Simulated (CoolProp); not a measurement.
Vapour-liquid equilibrium of R113 (1) + n-hexane (2) at 11.7 kPa; x and y are mole fractions of (1).

The numbers come from the multi-fluid Helmholtz-energy mixture model, Marx 1992 and Thol 2019; pair parameters Bell 2016 in CoolProp.

```tsv
x	bubble temperature, mixture model (K)	bubble temperature, Raoult's law (K)	y, mixture model	y, Raoult's law
0.05	283.9	284.8	0.149	0.110
0.15	280.3	282.3	0.357	0.296
0.25	277.6	280.1	0.497	0.445
0.35	275.5	278.0	0.598	0.567
0.45	273.9	276.1	0.677	0.667
0.55	272.5	274.4	0.744	0.752
0.65	271.3	272.8	0.803	0.822
0.75	270.3	271.3	0.859	0.883
0.85	269.3	270.0	0.914	0.935
0.95	268.5	268.7	0.970	0.980
```

The largest gap from Raoult's law is -2.5 K in bubble temperature, at x = 0.35. No azeotrope shows between x = 0.05 and 0.95.

The pair parameters rest on a limited set of measurements; away from them the model extrapolates.
